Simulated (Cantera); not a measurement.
# Premixed flame

A freely propagating, adiabatic, planar premixed flame of 31.6 % H2, 14.4 % O2, 54.0 % N2, unburnt at 525 K and 660000 Pa; mixture-averaged transport, grid criteria slope 0.08 and curve 0.16, no radiation.

Model: the H2/O2 subset of GRI-Mech 3.0, which has no nitrogen chemistry, integrated in Cantera. The hydrogen kinetics of GRI-Mech 3.0 are dated; newer H2 mechanisms differ, most at raised pressure. Burning velocities carry a grid error of a few per cent, more on coarse grids.

```csv
z (mm),T (K),u (m/s),x H2,x O2,x H2O2,x H2O,x O,x OH
-0.119,525,5.76,0.316,0.144,<1e-8,<1e-8,<1e-8,<1e-8
-0.0792,525,5.76,0.316,0.144,<1e-8,3.68e-8,<1e-8,<1e-8
-0.0594,525,5.76,0.316,0.144,<1e-8,3.63e-7,<1e-8,<1e-8
-0.0396,526,5.76,0.314,0.144,5.88e-8,1.09e-5,4.32e-8,<1e-8
-0.0198,573,6.15,0.297,0.147,1.96e-5,0.00215,7.21e-6,2.63e-5
-0.00990,890,9.16,0.248,0.139,0.000108,0.0329,0.000307,0.00116
0,1386,13.8,0.167,0.102,3.26e-5,0.117,0.00285,0.00359
0.00990,1734,17.1,0.0986,0.0545,5.33e-6,0.203,0.00590,0.00880
0.0198,1923,18.8,0.0678,0.0292,3.26e-6,0.247,0.00673,0.0132
0.0396,2108,20.5,0.0539,0.0155,1.98e-6,0.273,0.00585,0.0162
0.0792,2270,21.9,0.0487,0.0104,1.30e-6,0.289,0.00381,0.0156
0.158,2400,22.9,0.0435,0.00681,9.11e-7,0.303,0.00212,0.0132
0.317,2491,23.6,0.0386,0.00414,6.27e-7,0.314,0.00111,0.0103
```
x: mole fraction of selected species; z is measured from the peak of heat release.

The laminar burning velocity comes out as 576 cm/s and the thermal thickness comes out as 0.0396 mm. The peak x(H2O2) is 0.000109 and the peak x(O) comes out as 0.00674. The peak x(OH) is 0.0163. The grid points is 112.
